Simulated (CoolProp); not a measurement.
Vapour-liquid equilibrium of o-xylene (1) + n-nonane (2) at 481.8 K; x and y are mole fractions of (1).

Values from CoolProp's multi-fluid Helmholtz-energy mixture model, Zhou 2012 and Lemmon 2006; pair parameters Bell 2016.

```tsv
x	bubble pressure (kPa)	y at the bubble point	dew pressure at overall composition x (kPa)	liquid density (mol/L)
0.05	383.6	0.060	382.7	4.374
0.2	397.8	0.231	395.3	4.632
0.35	410.0	0.386	407.3	4.918
0.5	419.6	…	417.8	…
0.65	426.3	0.667	…	5.592
0.8	429.9	0.804	429.9	5.994
0.95	429.9	0.949	429.9	6.447
```

Fill in the missing entries.


- 0.5, y at the bubble point: 0.530
- 0.5, liquid density (mol/L): 5.236
- 0.65, dew pressure at overall composition x (kPa): 425.7

y crosses x between x = 0.8 and 0.95: the model has an azeotrope there.

Pair parameters are fitted to limited data, so mixtures are less certain than the pure fluids.
